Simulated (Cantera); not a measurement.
A freely propagating, adiabatic, planar premixed flame of 6.31 % CO, 6.31 % H₂, 2.59 % CH₄, 16.0 % O₂, 60.0 % N₂, 8.84 % H₂O, unburnt at 625 K and 0.170 bar; mixture-averaged transport, grid criteria slope 0.08 and curve 0.16, no radiation.

Computed with Cantera and GRI-Mech 3.0 (53 species, 325 reactions). Burning velocities carry a grid error of a few per cent, more on coarse grids.

Q: Predict: laminar burning velocity; thermal thickness; peak x(HO₂); peak x(CH₂O).

A: 
| Property | Value |
|---|---|
| laminar burning velocity | 238 cm/s |
| thermal thickness | 2.54 mm |
| peak x(HO₂) | 8.51e-5 |
| peak x(CH₂O) | 0.000270 |
